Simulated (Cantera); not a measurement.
Input (Python, Cantera) and output of one run.

```python
import numpy as np
import cantera as ct

gas_names = [...]  # 87 gases of nasa_gas.yaml made of C, H, Si
cond_names = """
    C(gr) C6H6(L) C7H8(L) C8H18(L),n-octa Si(cr) Si(L) SiC(b)
""".split()


# ... load() reads the species with a 1 bar reference pressure and builds the phases ...
atoms = {
    'SiC': {'Si': 1, 'C': 1},
    'Si': {'Si': 1},
    'H2': {'H': 2},
}
top_T = {'C(gr)': 4500, 'SiC(b)': 3050}  # K; cautious upper limits of use, not melting points


# ... equilibrate(T, P, feed) seeds the gas with the atoms and calls Mixture.equilibrate('TP', solver="vcs", rtol=1e-11, max_steps=5000) ...
results = []
feed = {'SiC': 1, 'Si': 0.0053, 'H2': 2.8}  # mol
P = 100000  # Pa
for T in [1600, 1700, 1800, 1900, 2000, 2100, 2200, 2300, 2400]:
    mix = equilibrate(T, P, feed)
    results.append((T, P, feed, dict(zip(mix.species_names, mix.species_moles))))
    x = sorted(zip(gas.X, gas.species_names), reverse=True)
    print(f"T = {T:g} K  P = {P:g} Pa  gas = {mix.phase_moles(0):.4g} mol")
    print("   x: " + "  ".join(f"{s} {v:.3e}" for v, s in x if v > 0.0001))
    print("   condensed (mol): " + ("  ".join(f"{mix.phase(i).name} {mix.phase_moles(i):.4g}"
          for i in range(1, mix.n_phases) if mix.phase_moles(i) > 1e-12) or "none"))
```

Output:

```
T = 1600 K  P = 100000 Pa  gas = 2.8 mol
   x: H2 9.999e-01
   condensed (mol): Si(cr) 0.00533  SiC(b) 1
T = 1700 K  P = 100000 Pa  gas = 2.8 mol
   x: H2 9.998e-01  H 1.473e-04
   condensed (mol): Si(L) 0.005297  SiC(b) 1
T = 1800 K  P = 100000 Pa  gas = 2.8 mol
   x: H2 9.996e-01  H 3.580e-04
   condensed (mol): Si(L) 0.005246  SiC(b) 0.9999
T = 1900 K  P = 100000 Pa  gas = 2.801 mol
   x: H2 9.991e-01  H 7.932e-04
   condensed (mol): Si(L) 0.005128  SiC(b) 0.9999
T = 2000 K  P = 100000 Pa  gas = 2.802 mol
   x: H2 9.982e-01  H 1.625e-03  SiH2 1.060e-04
   condensed (mol): Si(L) 0.004868  SiC(b) 0.9999
T = 2100 K  P = 100000 Pa  gas = 2.805 mol
   x: H2 9.965e-01  H 3.110e-03  SiH2 1.818e-04  Si 1.334e-04
   condensed (mol): Si(L) 0.004306  SiC(b) 0.9999
T = 2200 K  P = 100000 Pa  gas = 2.809 mol
   x: H2 9.935e-01  H 5.614e-03  Si 3.687e-04  SiH2 2.962e-04  SiH 1.626e-04
   condensed (mol): Si(L) 0.00312  SiC(b) 0.9997
T = 2300 K  P = 100000 Pa  gas = 2.817 mol
   x: H2 9.884e-01  H 9.621e-03  Si 9.317e-04  SiH2 4.611e-04  SiH 3.402e-04
   condensed (mol): Si(L) 0.000675  SiC(b) 0.9992
T = 2400 K  P = 100000 Pa  gas = 2.828 mol
   x: H2 9.809e-01  H 1.575e-02  Si 1.602e-03  SiH2 5.071e-04  SiH 4.910e-04  C2H2,acetylene 4.439e-04  Si2C 1.750e-04
   condensed (mol): SiC(b) 0.9967
```

These are equilibrium values from Cantera (NASA tables, ideal gas, pure condensed phases), not measurements of a reactor. Mutual solubility and eutectic melting of coexisting phases are not modelled. Gases not in the tables: Si2H6 and higher silanes.
